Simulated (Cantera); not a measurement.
What does this Cantera script print?

```python
import numpy as np
import cantera as ct

gas_names = """
    H HO2 H2 H2O H2O2 Mg MgH MgO MgOH MgO2H2 Mg2 O OH O2 O3 Si SiH SiH2 SiH3 SiH4 SiO SiO2 Si2 Si3
""".split()
cond_names = """
    H2O(s) H2O(L) Mg(cr) Mg(L) MgO(s) MgO(L) MgO2H2(s) MgSiO3(I) MgSiO3(II) MgSiO3(III) MgSiO3(L)
    Mg2SiO4(s) Mg2SiO4(L) Si(cr) Si(L) SiO2(Lqz) SiO2(hqz) SiO2(L)
""".split()


# ... load() reads the species with a 1 bar reference pressure and builds the phases ...
atoms = {
    'SiO2': {'Si': 1, 'O': 2},
    'MgO': {'Mg': 1, 'O': 1},
    'H2O': {'H': 2, 'O': 1},
}
top_T = {}  # K; cautious upper limits of use, not melting points


# ... equilibrate(T, P, feed) seeds the gas with the atoms and calls Mixture.equilibrate('TP', solver="vcs", rtol=1e-11, max_steps=5000) ...
results = []
feed = {'SiO2': 1, 'MgO': 0.28, 'H2O': 0.21}  # mol
P = 101325  # Pa
for T in [850, 950, 1050, 1150, 1250, 1350, 1450, 1550, 1650, 1750]:
    mix = equilibrate(T, P, feed)
    results.append((T, P, feed, dict(zip(mix.species_names, mix.species_moles))))

top = {s: max(r[3][s] / sum(r[3][g] for g in gas_names) for r in results) for s in gas_names}
cols = sorted((s for s in top if top[s] > 1e-06), key=lambda s: -top[s])[:7]
seen = [c for c in cond_names if any(r[3].get(c, 0) > 1e-12 for r in results)]
print("log10 of partial pressures in bar; condensed amounts in mol")
print(f"{'T/K':>10s}" + "".join(f"{s[:9]:>10s}" for s in cols + seen))
for T, P, feed, n in results:
    ng = sum(n[g] for g in gas_names)
    print(f"{T:10.4g}" + "".join(f"{np.log10(max(n[s] / ng * P / 1e5, 1e-99)):10.3f}" for s in cols)
          + "".join(f"{n.get(c, 0):10.4g}" for c in seen))
```

Result:

```
log10 of partial pressures in bar; condensed amounts in mol
       T/K       H2O        H2        O2        OH         H         O MgSiO3(I) MgSiO3(II MgSiO3(II SiO2(hqz)   SiO2(L)
       850     0.006    -8.117    -8.432    -9.872   -14.747   -16.346      0.28         0         0      0.72         0
       950     0.006    -7.053    -7.361    -8.554   -12.781   -14.178         0      0.28         0      0.72         0
      1050     0.006    -6.187    -6.499    -7.488   -11.184   -12.424         0      0.28         0      0.72         0
      1150     0.006    -5.468    -5.786    -6.606    -9.861   -10.973         0      0.28         0      0.72         0
      1250     0.006    -4.863    -5.186    -5.865    -8.747    -9.753         0      0.28         0      0.72         0
      1350     0.006    -4.346    -4.676    -5.233    -7.796    -8.713         0         0      0.28      0.72         0
      1450     0.006    -3.899    -4.237    -4.689    -6.974    -7.816         0         0      0.28      0.72         0
      1550     0.005    -3.509    -3.855    -4.215    -6.256    -7.034         0         0      0.28      0.72         0
      1650     0.005    -3.165    -3.520    -3.799    -5.624    -6.347         0         0      0.28      0.72         0
      1750     0.005    -2.860    -3.223    -3.430    -5.064    -5.738         0         0      0.28         0      0.72
```

Cantera equilibrium calculation (NASA polynomials, part measured and part estimated; ideal gas, pure solids and liquids). Mutual solubility and eutectic melting of coexisting phases are not modelled. The tables hold silica as quartz up to 1696 K and as liquid above; real silica turns to tridymite and cristobalite and melts near 1996 K. Condensed phases not in the tables: alloys, solid solutions and most ternary compounds. Gases not in the tables: Si(OH)4.
